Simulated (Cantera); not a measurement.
A perfectly stirred reactor is fed with H₂ : O₂ = 0.087 : 1 (molar parts), at 20.0 Torr; it is held at 1125 K, and followed from long to short residence time.

Computed with Cantera and GRI-Mech 3.0 (53 species, 325 reactions). Radical loss at walls, strong at low pressure, is not modelled. The temperature is held fixed by assumption; the heat of reaction is taken as removed at once.

Q: What does this change do: H2 0.087 to 0.32 parts?

A: 
| quantity | before | after |
|---|---|---|
| x(H₂) at τ = 2.50 s | 0.000134 | 0.000338 |
| x(O₂) at τ = 2.50 s | 0.916 | 0.723 |
| x(H₂O) at τ = 2.50 s | 0.0829 | 0.275 |
| x(OH) at τ = 2.50 s | 0.000468 | 0.000772 |
| x(O) at τ = 2.50 s | 0.000550 | 0.000476 |
| x(H₂) at τ = 20.0 ms | 0.00229 | 0.00648 |
| x(O₂) at τ = 20.0 ms | 0.904 | 0.712 |
| x(H₂O) at τ = 20.0 ms | 0.0776 | 0.260 |
| x(OH) at τ = 20.0 ms | 0.00249 | 0.00415 |
| x(O) at τ = 20.0 ms | 0.0104 | 0.0103 |
